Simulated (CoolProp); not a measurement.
Vapour-liquid equilibrium of CH3F (R41) (1) + chloromethane (R40) (2) at -16.35 °C; x and y are mole fractions of (1).

Computed with CoolProp (multi-fluid Helmholtz-energy mixture model, Lemmon 2006 and Thol 2014; pair parameters Bell 2016).

| x | bubble pressure (MPa) | y at the bubble point | dew pressure at overall composition x (MPa) | liquid density (mol/L) |
|---|---|---|---|---|
| 0.05 | 0.1999 | 0.323 | 0.1465 | 19.74 |
| 0.2 | 0.3796 | 0.682 | 0.1717 | 20.14 |
| 0.35 | 0.5531 | 0.811 | 0.2073 | 20.51 |
| 0.5 | 0.7183 | 0.878 | 0.2611 | 20.84 |
| 0.65 | 0.8776 | 0.923 | 0.3516 | 21.12 |
| 0.8 | 1.038 | 0.957 | 0.5333 | 21.33 |
| 0.95 | 1.211 | 0.989 | 1.001 | 21.45 |

No azeotrope shows between x = 0.05 and 0.95.

Pair parameters are fitted to limited data, so mixtures are less certain than the pure fluids. The gap from Raoult's law changes sign with composition, which may be real or a fault of the pair parameters; it wasn't checked against measurements.
